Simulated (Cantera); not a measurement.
Mixture: CH₄ : O₂ : N₂ : CO₂ = 1 : 1.11 : 4.18 : 0.88 (molar parts), equivalence ratio 1.8, at 66000 Pa, adiabatic and at constant pressure. Ignition delay is the time to a rise of 400 K.

Model: GRI-Mech 3.0 (53 species, 325 reactions), integrated in Cantera.

What does this change do: pressure from 66000 Pa to 990000 Pa?


| quantity | before | after |
|---|---|---|
| delay at 1075 K | 0.783 s | 39.4 ms |
| delay at 1275 K | 39.8 ms | 3.27 ms |
| delay at 1475 K | 3.36 ms | 0.402 ms |
| delay at 1675 K | 0.499 ms | 62.5 µs |
| apparent activation energy between 1575 and 1775 K | 190 kJ/mol | 200 kJ/mol |

What does this change do: CO2 0.88 to 0.54 parts?


```tsv
quantity	before	after
delay at 1075 K	0.783 s	0.726 s
delay at 1275 K	39.8 ms	36.5 ms
delay at 1475 K	3.36 ms	3.09 ms
delay at 1675 K	0.499 ms	0.468 ms
apparent activation energy between 1575 and 1775 K	190 kJ/mol	180 kJ/mol
```
